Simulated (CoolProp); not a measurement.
Propyne along the isobar 3.89 MPa: density (kg/m³) from the reference equation and from simpler models built on Tc = 129.6 °C, pc = 5.658 MPa, ω = 0.204; each cubic takes its own stable root.

Model: reference Helmholtz-energy equation of state, Polt 1992, in CoolProp. This equation is an older, rougher fit; its heat capacities, sound speeds and derivatives of the liquid may be far off and weren't checked against measurements.

```
T (°C)   phase  reference
------  ------  ---------
34.35   liquid      601.7
46.95   liquid      581.0
59.45   liquid      559.2
72.05   liquid      535.2
84.55   liquid      508.1
97.15   liquid      474.9
109.75     gas      83.59
122.25     gas      70.77
134.85     gas      63.65
147.35     gas      58.73
159.95     gas      54.93
172.45     gas      51.86
185.05     gas      49.26
```

**Question.** How far does each simpler model (van der Waals, Redlich-Kwong, Soave-Redlich-Kwong, Peng-Robinson) lie from the reference over these 13 states: mean and median of the absolute difference, and the worst?

**Answer.** 
- van der Waals: mean 23.3 %, median 14.2 %, worst -83.1 % at 97.15 °C and 3.89 MPa
- Redlich-Kwong: mean 7.5 %, median 6.8 %, worst -18.2 % at 97.15 °C and 3.89 MPa
- Soave-Redlich-Kwong: mean 5.9 %, median 4.6 %, worst -14.6 % at 97.15 °C and 3.89 MPa
- Peng-Robinson: mean 1.9 %, median 2.0 %, worst -3.5 % at 97.15 °C and 3.89 MPa

At some of these states van der Waals gives the other phase, because its saturation line lies elsewhere.
